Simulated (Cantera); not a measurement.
NO annealing gas

An isothermal, constant-pressure homogeneous reactor starts with 84.0 % NO, 16.0 % N₂, at 2150 K and 760 Torr.

Detailed kinetics in Cantera: GRI-Mech 3.0 (53 species, 325 reactions).

```
t (s)       x NO       x O     x N₂O      x O₂   x N₂     x NO₂
--------  ------  --------  --------  --------  -----  --------
0.000100   0.840  0.000131  0.000171   3.09e-5  0.160  0.000129
0.000305   0.839  0.000262  0.000307  0.000386  0.160  0.000291
0.000931   0.835  0.000299  0.000349   0.00215  0.162  0.000335
0.00284    0.824  0.000332  0.000338   0.00774  0.168  0.000374
0.00867    0.789  0.000417  0.000305    0.0247  0.185  0.000463
0.0265     0.690  0.000596  0.000225    0.0744  0.235  0.000600
0.0807     0.453  0.000886   9.18e-5     0.193  0.353  0.000603
0.246      0.148   0.00115   9.72e-6     0.345  0.506  0.000260
0.752     0.0270   0.00124   8.64e-7     0.406  0.566   5.16e-5
2.29      0.0137   0.00125   6.47e-7     0.412  0.573   2.63e-5
7.00      0.0135   0.00125   6.45e-7     0.413  0.573   2.59e-5
```
x: mole fraction; the columns are a selection and need not sum to one.

Equilibrium at this temperature and pressure: NO 0.0135, O 0.00125, N₂O 6.45e-7, O₂ 0.413, N₂ 0.573, NO₂ 2.59e-5 (gas phase only).
